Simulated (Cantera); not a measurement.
Pyrogenic steam for wet oxidation

An isothermal, constant-pressure homogeneous reactor starts with 19.5 % H2, 11.5 % O2, 69.0 % N2, at 1423 K and 0.132 atm.

Detailed kinetics in Cantera: the H2/O2 subset of GRI-Mech 3.0, which has no nitrogen chemistry. The temperature is held fixed by assumption; the heat of reaction is taken as removed at once.

```
t (s)        x H2    x O2    x HO2       x H      x OH
--------  -------  ------  -------  --------  --------
2.00e-5     0.195   0.115  1.43e-7   2.94e-7   3.51e-8
0.000111    0.194   0.114  3.43e-6  0.000994  0.000125
0.000616   0.0275  0.0382  3.68e-6    0.0661   0.00730
0.00342    0.0137  0.0260  2.95e-6    0.0139   0.00424
0.0190    0.00151  0.0195  1.45e-6  0.000384   0.00120
0.105     6.32e-5  0.0191  1.40e-7   3.25e-6  0.000245
0.585     5.76e-6  0.0191  2.03e-8   9.11e-8   7.48e-5
3.25      2.77e-6  0.0191  1.60e-8   3.05e-8   5.18e-5
18.0      2.76e-6  0.0191  1.60e-8   3.04e-8   5.18e-5
100       2.76e-6  0.0191  1.60e-8   3.04e-8   5.18e-5
```
x: mole fraction; the columns are a selection and need not sum to one.

Equilibrium at this temperature and pressure: H2 2.76e-6, O2 0.0191, HO2 1.60e-8, H 3.04e-8, OH 5.18e-5 (gas phase only).
